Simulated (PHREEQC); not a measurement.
A made-up water analysis in mmol/kgw, 25 °C, pH 6.42, pe 1.7:

```
constituent           mmol/kgw
--------------------  --------
Na                        1.08
K                      0.00416
Ca                        1.41
Mg                       0.541
Cl                        2.08
S(6)                     0.073
Alkalinity (meq/kgw)      2.63
B                       0.0138
Zn                     0.00067
```

Cl is adjusted to close the charge balance.
Valence states are taken as typed.

Model: ion-association model, phreeqc.dat, run in PHREEQC.

Precipitation was switched off in this run.

Question: Order these C species by the share of C that they hold, largest first: CO2, HCO3-, CaHCO3+, MgHCO3+.

Answer: HCO3- (55 %), CO2 (44 %), CaHCO3+ (0.69 %), MgHCO3+ (0.24 %)

Question: Order these Zn species by the share of Zn that they hold, largest first: Zn+2, ZnCO3, ZnHCO3+, ZnCl+, ZnSO4.

Answer: Zn+2 (78 %), ZnHCO3+ (18 %), ZnCO3 (3.2 %), ZnSO4 (0.56 %), ZnCl+ (0.33 %)

The pH is 6.42 and the ionic strength 0.00688 mol/kgw. Species that the database lacks are ignored. The database's zinc carbonate complexes are estimates, stronger than later reviews accept.
